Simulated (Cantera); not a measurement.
A Cantera script and its output.

```python
import numpy as np
import cantera as ct

gas = ct.Solution("gri30.yaml")
gas.TPX = 1175, 2666, {'H2': 0.13, 'O2': 1, 'N2': 0.55}
reactor = ct.IdealGasConstPressureReactor(gas, energy="off", clone=False)
net = ct.ReactorNet([reactor])
net.rtol, net.atol = 1e-08, 1e-18
show = ['H2', 'O2', 'NO', 'H', 'OH', 'N2O', 'HO2']
times = np.geomspace(3e-05, 40, 15)

steps = ct.SolutionArray(gas, extra=["t"])
rows = []
print(f"{'t/s':>10s}{'T/K':>9s}{'P/Pa':>11s}" + "".join(f"{s:>11s}" for s in show))
for t in times:
    while net.time < t:
        t_next = net.step()
        steps.append(gas.state, t=t_next)
    rows.append([np.interp(t, steps.t, y) for y in (steps.T, steps.P, *steps(*show).X.T)])
    print(f"{t:10.3e}{rows[-1][0]:9.1f}{rows[-1][1]:11.4g}" + "".join(f"{x:11.3e}" for x in rows[-1][2:]))
rate = np.gradient(steps.T, steps.t)
print("integrator steps:", len(steps.t))
if steps.T.max() > steps.T[0] + 200:
    print(f"time of steepest temperature rise: {steps.t[rate.argmax()]:.4e} s")
gas.TPX = 1175, 2666, {'H2': 0.13, 'O2': 1, 'N2': 0.55}
gas.equilibrate("TP")
print(f"equilibrium (TP): T = {gas.T:.1f} K  " + "  ".join(f"{s} {gas[s].X[0]:.3e}" for s in show))
```

Output:

```
       t/s      T/K       P/Pa         H2         O2         NO          H         OH        N2O        HO2
 3.000e-05   1175.0       2666  7.738e-02  5.952e-01  6.188e-22  1.292e-09  3.758e-10  1.228e-17  1.569e-09
 8.215e-05   1175.0       2666  7.738e-02  5.952e-01  1.268e-20  4.082e-09  2.025e-09  4.847e-17  4.310e-09
 2.250e-04   1175.0       2666  7.738e-02  5.952e-01  3.465e-19  3.578e-08  2.166e-08  3.843e-16  1.211e-08
 6.160e-04   1175.0       2666  7.736e-02  5.952e-01  5.389e-16  8.012e-06  4.965e-06  6.321e-14  1.272e-07
 1.687e-03   1175.0       2666  5.074e-03  5.495e-01  7.412e-08  2.222e-02  5.269e-03  1.235e-09  7.742e-06
 4.620e-03   1175.0       2666  1.820e-03  5.562e-01  4.989e-07  1.152e-02  3.550e-03  5.484e-09  7.397e-06
 1.265e-02   1175.0       2666  7.625e-04  5.699e-01  7.741e-07  2.867e-03  2.289e-03  8.209e-09  6.329e-06
 3.464e-02   1175.0       2666  1.492e-04  5.770e-01  8.186e-07  2.391e-04  1.004e-03  1.140e-08  3.460e-06
 9.486e-02   1175.0       2666  2.068e-05  5.786e-01  8.207e-07  1.258e-05  3.770e-04  1.364e-08  1.053e-06
 2.598e-01   1175.0       2666  3.280e-06  5.789e-01  8.204e-07  8.276e-07  1.526e-04  1.472e-08  2.469e-07
 7.113e-01   1175.0       2666  6.760e-07  5.789e-01  8.205e-07  8.054e-08  7.027e-05  1.524e-08  6.172e-08
 1.948e+00   1175.0       2666  1.728e-07  5.789e-01  8.209e-07  1.071e-08  3.586e-05  1.545e-08  1.842e-08
 5.334e+00   1175.0       2666  5.109e-08  5.789e-01  8.211e-07  1.753e-09  1.961e-05  1.531e-08  7.668e-09
 1.461e+01   1175.0       2666  1.694e-08  5.789e-01  8.207e-07  3.385e-10  1.133e-05  1.448e-08  5.831e-09
 4.000e+01   1175.0       2666  6.991e-09  5.789e-01  8.193e-07  9.042e-11  7.283e-06  1.221e-08  6.906e-09
integrator steps: 1921
equilibrium (TP): T = 1175.0 K  H2 4.874e-09  O2 5.789e-01  NO 1.766e-04  H 5.276e-11  OH 6.072e-06  N2O 1.349e-09  HO2 7.829e-09
```

Cantera simulation using GRI-Mech 3.0 (53 species, 325 reactions); the numbers are that mechanism's predictions, not measurements. Radical loss at walls, strong at low pressure, is not modelled. The temperature is held fixed by assumption; the heat of reaction is taken as removed at once.
